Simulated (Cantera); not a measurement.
Charge: 1 mol AlN, 1.5 mol HCl, 15 mol H2, equilibrated at 1702 °C and 0.645 Torr.

Method: chemical equilibrium by Gibbs-energy minimisation in Cantera with the NASA 1993 tables (ideal gas, pure condensed phases). Candidate condensed phases: Al, AlCl3, AlN, NH4Cl; 20 gas species. The tables' values for AlCl2 are old estimates; treat these amounts as uncertain. Equilibrium is a limit: real reactors are often held back by kinetics, nucleation or transport.

Base state: H2 0.844, AlCl 0.0541, H 0.0429, HCl 0.0281, N2 0.0279, Al 0.00147, Cl 0.00107, AlCl2 0.000227 (mole fractions); condensed: gas only.

### Question
What changes in the equilibrium state with this change: temperature from 1702 °C to 1577 °C?

### Answer
| species | before | after |
|---|---|---|
| H2 | 0.844 | 0.870 |
| AlCl | 0.0541 | 0.0558 |
| N2 | 0.0279 | 0.0283 |
| H | 0.0429 | 0.0171 |
| HCl | 0.0281 | 0.0280 |
| Al | 0.00147 | 0.000469 |
| Cl | 0.00107 | 0.000419 |

### Question
What changes in the equilibrium state with this change: pressure from 0.645 Torr to 100 Torr?

### Answer
```
species    before     after
-------  --------  --------
H2          0.844     0.885
AlCl       0.0541    0.0542
N2         0.0279    0.0286
H          0.0429   0.00353
HCl        0.0281    0.0256
AlCl3     1.95e-6  0.000240
Cl        0.00107   7.63e-5
AlCl2    0.000227   0.00252
Al        0.00147  0.000133
AlH       1.17e-5   1.35e-5
```
